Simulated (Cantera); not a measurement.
Input: 1 mol CO2, 0.33 mol SO2, 3 mol H2, 0.6 mol H2O, held at 59.0 Pa.

Equilibrium computed with Cantera from the NASA thermochemical tables; the gas is ideal and each condensed phase is pure. Candidate condensed phases: C, C6H6, C7H8, C8H18, H2O, H2SO4, S; 123 gas species. Rates play no part.

x: gas mole fraction; nothing condenses.

| T (K) | x H | x O | x CO | x S | x H2 | x OH |
|---|---|---|---|---|---|---|
| 2875 | 0.641 | 0.193 | 0.0961 | 0.0264 | 0.0217 | 0.0105 |
| 2925 | 0.648 | 0.197 | 0.0952 | 0.0276 | 0.0159 | 0.00785 |
| 2975 | 0.653 | 0.201 | 0.0945 | 0.0284 | (withheld) | (withheld) |
| 3025 | 0.657 | 0.203 | 0.0940 | 0.0290 | (withheld) | (withheld) |
| 3075 | 0.659 | 0.205 | 0.0937 | 0.0295 | 0.00656 | 0.00335 |
| 3125 | 0.661 | 0.206 | 0.0934 | 0.0298 | 0.00495 | 0.00255 |
| 3175 | 0.663 | 0.207 | 0.0933 | 0.0300 | 0.00376 | 0.00195 |

Problem. What belongs in the gaps?

Solution. 
- 3025, x H2: 0.00876
- 3025, x OH: 0.00443
- 2975, x H2: 0.0118
- 2975, x OH: 0.00589
